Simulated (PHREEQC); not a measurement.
A made-up water analysis in mg/L, 25 °C, pH 5.84, pe -1.6: Na 0.0656; K 0.0393; Ca 0.0285; Mg 0.0279; Cl 0.0737; S(6) as SO4 0.0496; Alkalinity as HCO3 0.269; F 8.23e-05.

Cl is adjusted to close the charge balance.
Valence states are taken as typed.

Equilibrium calculation in PHREEQC: ion-association model, phreeqc.dat.

This is a speciation only: nothing precipitates in the calculation.

Problem. Estimate the ionic strength.

Solution. ionic strength 1.14e-5 mol/kgw.

Problem. In which forms is C present?

Solution. CO2 76 %, HCO3- 24 % of the C.

Species that the database lacks are ignored.
